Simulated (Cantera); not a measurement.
A Cantera script and its output.

```python
import numpy as np
import cantera as ct

gas = ct.Solution("gri30.yaml")
gas.TPX = 1075, 43000, {'N2O': 1}
inlet = ct.Reservoir(gas, clone=True)

reactor = ct.IdealGasConstPressureReactor(gas, energy="off", clone=False)
exhaust = ct.Reservoir(gas, clone=True)
tau = [25, 7, 1.9, 0.53, 0.15, 0.041, 0.011, 0.0032, 0.00087][0]
for a, b in ((inlet, reactor), (reactor, exhaust)):
    ct.MassFlowController(a, b, mdot=lambda t: reactor.mass / tau)
net = ct.ReactorNet([reactor])
show = ['N2O', 'O2', 'O', 'NO', 'NO2']

rows = []
print(f"{'tau/s':>10s}{'T/K':>9s}" + "".join(f"{s:>11s}" for s in show))
for tau in [25, 7, 1.9, 0.53, 0.15, 0.041, 0.011, 0.0032, 0.00087]:
    net.initial_time = 0.0
    net.advance(30 * tau)
    before = gas.X
    net.advance(40 * tau)
    drift = np.max(np.abs(gas.X - before) / (gas.X + 1e-9))
    rows.append([gas.T, *gas[show].X, drift])
    print(f"{tau:10.3e}{gas.T:9.1f}" + "".join(f"{x:11.3e}" for x in gas[show].X))
```

Output:

```
     tau/s      T/K        N2O         O2          O         NO        NO2
 2.500e+01   1075.0  6.092e-01  1.229e-01  1.761e-07  1.462e-02  9.073e-05
 7.000e+00   1075.0  8.422e-01  4.947e-02  1.922e-07  6.181e-03  3.719e-05
 1.900e+00   1075.0  9.509e-01  1.537e-02  1.980e-07  1.952e-03  1.077e-05
 5.300e-01   1075.0  9.858e-01  4.461e-03  1.996e-07  5.698e-04  2.440e-06
 1.500e-01   1075.0  9.959e-01  1.277e-03  2.000e-07  1.636e-04  3.926e-07
 4.100e-02   1075.0  9.989e-01  3.501e-04  2.000e-07  4.491e-05  4.099e-08
 1.100e-02   1075.0  9.997e-01  9.387e-05  1.998e-07  1.205e-05  3.302e-09
 3.200e-03   1075.0  9.999e-01  2.718e-05  1.988e-07  3.490e-06  2.858e-10
 8.700e-04   1075.0  1.000e+00  7.258e-06  1.952e-07  9.319e-07  2.058e-11
```

Model: GRI-Mech 3.0 (53 species, 325 reactions), integrated in Cantera. GRI-Mech 3.0 was tuned for natural gas; its chemistry of N2O as a main component is partial and can be far from experiment. The mechanism lacks the step 2 NO + O2 → 2 NO2, which can matter for NO2 below about 1400 K. The temperature is held fixed by assumption; the heat of reaction is taken as removed at once.
